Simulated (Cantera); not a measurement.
**CaCO₃ + C + H₂ (calcination and drying)**

Feed: 1 mol CaCO₃, 0.87 mol C, 0.12 mol H₂, at 0.133 bar.

Cantera equilibrium calculation (NASA polynomials, part measured and part estimated; ideal gas, pure solids and liquids). Candidate condensed phases: C, C₆H₆, C₇H₈, C₈H₁₈, Ca, CaCO₃, CaO, Ca(OH)₂, H₂O; 115 gas species. Kinetics and transport are ignored.

```tsv
T (K)	x CO	x CH₄	x H₂	x CO₂	x H₂O	x C₂H₆	x H	n C(graphite)	n CaCO₃(calcite)	n CaO(s)
548	8.00e-8	0.879	0.121	1.33e-8	0.000338	1.01e-6	<1e-12	0.814	1.000	0
598	1.97e-6	0.760	0.239	3.34e-7	0.00140	1.35e-6	<1e-12	0.818	1.000	0
648	2.94e-5	0.592	0.403	5.06e-6	0.00436	1.43e-6	<1e-12	0.826	1.000	0.000166
698	0.000296	0.404	0.585	5.14e-5	0.0106	1.17e-6	<1e-12	0.836	1.000	0.000469
748	0.00218	0.240	0.737	0.000381	0.0207	7.41e-7	<1e-12	0.848	0.999	0.00115
798	0.0125	0.126	0.825	0.00218	0.0338	3.76e-7	6.63e-12	0.858	0.997	0.00273
848	0.0578	0.0584	0.827	0.0102	0.0470	1.52e-7	4.74e-11	0.862	0.992	0.00758
898	0.225	0.0190	0.666	0.0396	0.0505	3.52e-8	2.45e-10	0.853	0.972	0.0282
948	0.755	0.000234	0.101	0.133	0.00987	5.92e-11	4.57e-10	0.469	0.445	0.555
998	0.877	4.15e-5	0.0574	0.0625	0.00283	5.21e-12	1.41e-9	0	0	1.00
1048	0.878	9.27e-6	0.0569	0.0620	0.00338	<1e-12	5.05e-9	0	0	1.00
1098	0.878	2.37e-6	0.0563	0.0614	0.00396	<1e-12	1.61e-8	0	0	1.00
1148	0.879	6.80e-7	0.0557	0.0608	0.00455	<1e-12	4.63e-8	0	0	1.00
1198	0.880	2.17e-7	0.0551	0.0602	0.00515	<1e-12	1.22e-7	0	0	1.00
```
x: gas mole fraction; n: condensed amount in mol.

From 548 K to 598 K the condensed part is C(graphite) + CaCO₃(calcite). From 648 K to 948 K the condensed part is C(graphite) + CaCO₃(calcite) + CaO(s). From 998 K to 1198 K the condensed part is CaO(s).
